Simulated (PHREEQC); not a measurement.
A solution holds 0.07 mol/kgw CuCl2, 4.3e-05 mol/kgw H3BO3 and 0.00082 mol/kgw KHCO3, at 45 °C. Closed to the air; pH follows from the charge balance.

Computed with PHREEQC (ion-association model, wateq4f.dat).

```yaml
pH: 4.54
ionic_strength: 0.178 mol/kgw
total_alkalinity: 0.820 meq/kg
```

| species | molality | activity | log γ |
|---|---|---|---|
| Cl- | 0.124 | 0.0885 | -0.147 |
| Cu+2 | 0.0540 | 0.0176 | -0.486 |
| CuCl+ | 0.0146 | 0.0105 | -0.143 |
| K+ | 0.000820 | 0.000584 | -0.147 |
| CO2 | 0.000657 | 0.000685 | 0.018 |
| CuCl2 | 0.000587 | 0.000612 | 0.018 |
| Cu2(OH)2+2 | 0.000341 | 0.000104 | -0.515 |
| CuHCO3+ | 0.000144 | 0.000107 | -0.129 |
| H3BO3 | 4.30e-5 | 4.48e-5 | 0.018 |
| H+ | 3.63e-5 | 2.89e-5 | -0.099 |
| HCO3- | 1.63e-5 | 1.21e-5 | -0.127 |
| CuOH+ | 8.46e-6 | 6.08e-6 | -0.143 |
| CuCO3 | 2.43e-6 | 2.53e-6 | 0.018 |

This is a speciation only: nothing precipitates in the calculation. Examples of supersaturated solids here: Atacamite, Malachite. Others may be too. Species that the database lacks are ignored. At this temperature some constants are extrapolated from 25 °C, and those without enthalpy data are left unchanged.
